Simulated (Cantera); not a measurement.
Equilibrium for fluorocarbon and chlorocarbon gases: CH3Cl + H2

Feed: 1 mol CH3Cl, 3.8 mol H2, held at 10.0 mbar.

These are equilibrium values from Cantera (NASA tables, ideal gas, pure condensed phases), not measurements of a reactor. Candidate condensed phases: C, C6H6, C7H8, C8H18; 91 gas species. Rates play no part.

From 650 °C to 2650 °C the condensed part is C(graphite). From 2850 °C to 3250 °C nothing is condensed. The main C-bearing gas is CH4 at 650 °C and C at 3250 °C.

```json
[
 {"T (°C)": "650", "x H": "2.22e-9", "x H2": "0.826", "x HCl": "0.173", "x Cl": "4.48e-10", "x C": "<1e-12", "x C3": "<1e-12", "x C2H2 (acetylene)": "9.84e-11", "x C2": "<1e-12", "n C(graphite)": "0.991"},
 {"T (°C)": "850", "x H": "3.87e-7", "x H2": "0.827", "x HCl": "0.172", "x Cl": "7.17e-8", "x C": "<1e-12", "x C3": "<1e-12", "x C2H2 (acetylene)": "1.82e-8", "x C2": "<1e-12", "n C(graphite)": "0.999"},
 {"T (°C)": "1050", "x H": "1.44e-5", "x H2": "0.828", "x HCl": "0.172", "x Cl": "2.52e-6", "x C": "<1e-12", "x C3": "<1e-12", "x C2H2 (acetylene)": "6.83e-7", "x C2": "<1e-12", "n C(graphite)": "1.000"},
 {"T (°C)": "1250", "x H": "0.000210", "x H2": "0.827", "x HCl": "0.172", "x Cl": "3.51e-5", "x C": "<1e-12", "x C3": "<1e-12", "x C2H2 (acetylene)": "9.78e-6", "x C2": "<1e-12", "n C(graphite)": "1.000"},
 {"T (°C)": "1450", "x H": "0.00166", "x H2": "0.826", "x HCl": "0.172", "x Cl": "0.000267", "x C": "2.97e-12", "x C3": "<1e-12", "x C2H2 (acetylene)": "7.48e-5", "x C2": "<1e-12", "n C(graphite)": "0.999"},
 {"T (°C)": "1650", "x H": "0.00853", "x H2": "0.820", "x HCl": "0.170", "x Cl": "0.00133", "x C": "5.42e-10", "x C3": "3.85e-10", "x C2H2 (acetylene)": "0.000370", "x C2": "3.22e-11", "n C(graphite)": "0.996"},
 {"T (°C)": "1850", "x H": "0.0320", "x H2": "0.797", "x HCl": "0.164", "x Cl": "0.00485", "x C": "3.69e-8", "x C3": "4.79e-8", "x C2H2 (acetylene)": "0.00132", "x C2": "4.13e-9", "n C(graphite)": "0.984"},
 {"T (°C)": "2050", "x H": "0.0937", "x H2": "0.740", "x HCl": "0.150", "x Cl": "0.0136", "x C": "1.21e-6", "x C3": "2.55e-6", "x C2H2 (acetylene)": "0.00358", "x C2": "2.27e-7", "n C(graphite)": "0.955"},
 {"T (°C)": "2250", "x H": "0.219", "x H2": "0.622", "x HCl": "0.121", "x Cl": "0.0300", "x C": "2.28e-5", "x C3": "7.09e-5", "x C2H2 (acetylene)": "0.00741", "x C2": "6.56e-6", "n C(graphite)": "0.896"},
 {"T (°C)": "2450", "x H": "0.412", "x H2": "0.442", "x HCl": "0.0802", "x Cl": "0.0519", "x C": "0.000277", "x C3": "0.00119", "x C2H2 (acetylene)": "0.0113", "x C2": "0.000115", "n C(graphite)": "0.775"},
 {"T (°C)": "2650", "x H": "0.612", "x H2": "0.244", "x HCl": "0.0406", "x Cl": "0.0697", "x C": "0.00239", "x C3": "0.0134", "x C2H2 (acetylene)": "0.0121", "x C2": "0.00134", "n C(graphite)": "0.265"},
 {"T (°C)": "2850", "x H": "0.754", "x H2": "0.110", "x HCl": "0.0168", "x Cl": "0.0777", "x C": "0.00892", "x C3": "0.0205", "x C2H2 (acetylene)": "0.00316", "x C2": "0.00374", "n C(graphite)": "0"},
 {"T (°C)": "3050", "x H": "0.821", "x H2": "0.0450", "x HCl": "0.00658", "x Cl": "0.0803", "x C": "0.0228", "x C3": "0.0153", "x C2H2 (acetylene)": "0.000514", "x C2": "0.00589", "n C(graphite)": "0"},
 {"T (°C)": "3250", "x H": "0.839", "x H2": "0.0182", "x HCl": "0.00263", "x Cl": "0.0803", "x C": "0.0450", "x C3": "0.00750", "x C2H2 (acetylene)": "6.83e-5", "x C2": "0.00654", "n C(graphite)": "0"}
]
```
x: gas mole fraction; n: condensed amount in mol.
